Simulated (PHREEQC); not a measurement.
Dissolve 0.0095 mol/kgw TMAH, 4.5e-06 mol/kgw H4SiO4 and 0.0056 mol/kgw K3PO4 at 25 °C. Closed to the air; pH follows from the charge balance.

The numbers come from PHREEQC with the ion-association model, wateq4f.dat.

**Question.** The ionic strength comes out as 0.0376 mol/kgw. What activity coefficients do PO4-3, K+, KHPO4-, HPO4-2, OH- get?

**Answer.** PO4-3 0.21, K+ 0.83, KHPO4- 0.84, HPO4-2 0.50, OH- 0.83.

Precipitation was switched off in this run. (CH3)4N+ isn't in the database: it is added as a free cation with an ion size of 4 Å. H3PO4, which wateq4f.dat lacks, is added to it with the constant of phreeqc.dat.
